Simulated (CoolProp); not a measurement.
R143a along the isobar 5.53 MPa: Z from the reference equation and from simpler models built on Tc = 345.9 K, pc = 3.762 MPa, ω = 0.261; each cubic takes its own stable root.

Computed with CoolProp (reference Helmholtz-energy equation of state, Lemmon and Jacobsen 2000).

| T (K) | phase | reference | Redlich-Kwong | Soave-Redlich-Kwong | Peng-Robinson |
|---|---|---|---|---|---|
| 259.3 | liquid | 0.1977 | 0.2412 | 0.2327 | 0.2060 |
| 277.1 | liquid | 0.1945 | 0.2390 | 0.2302 | 0.2038 |
| 294.9 | liquid | 0.1937 | 0.2403 | 0.2316 | 0.2051 |
| 312.8 | liquid | 0.1962 | 0.2466 | 0.2385 | 0.2117 |
| 330.6 | liquid | 0.2045 | 0.2605 | 0.2546 | 0.2272 |
| 348.5 | supercritical | 0.2272 | 0.2909 | 0.2929 | 0.2649 |
| 366.3 | supercritical | 0.3384 | 0.3717 | 0.4137 | 0.3865 |
| 384.1 | supercritical | 0.5334 | 0.5224 | 0.5815 | 0.5498 |
| 402 | supercritical | 0.6395 | 0.6254 | 0.6817 | 0.6488 |
| 419.8 | supercritical | 0.7094 | 0.6933 | 0.7487 | 0.7161 |
| 437.6 | supercritical | 0.7609 | 0.7431 | 0.7983 | 0.7664 |
| 455.5 | supercritical | 0.8010 | 0.7818 | 0.8368 | 0.8059 |
| 473.3 | supercritical | 0.8330 | 0.8126 | 0.8674 | 0.8375 |
| 491.1 | supercritical | 0.8593 | 0.8379 | 0.8923 | 0.8636 |
